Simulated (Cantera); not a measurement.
Charge: 1 mol AlCl3, 9.8 mol O2, 1.8 mol H2, held at 1598 K and 645 Torr.

These are equilibrium values from Cantera (NASA tables, ideal gas, pure condensed phases), not measurements of a reactor. Candidate condensed phases: Al, AlCl3, Al2O3, H2O; 29 gas species. Gases not in the tables: Al(OH)3. Equilibrium is a limit: real reactors are often held back by kinetics, nucleation or transport.

Base state: O2 0.721, HCl 0.201, H2O 0.0476, Cl2 0.0155, Cl 0.0146, ClO 0.000251, OH 0.000170, HOCl 5.42e-5 (mole fractions); condensed: Al2O3(s).

Problem. What changes in the equilibrium state with this change: temperature from 1598 K to 775 K?

Solution. 
```
species          before    after
-------------  --------  -------
O2                0.721    0.717
H2O              0.0476    0.118
Cl2              0.0155   0.0924
HCl               0.201   0.0725
Cl               0.0146  1.68e-6
OH             0.000170    <1e-9
O               1.30e-5    <1e-9
ClO            0.000251  1.79e-7
HOCl            5.42e-5  5.26e-6
Al2O3(s), mol     0.500    0.500
```
Condensed phases not in the tables: AlOCl.
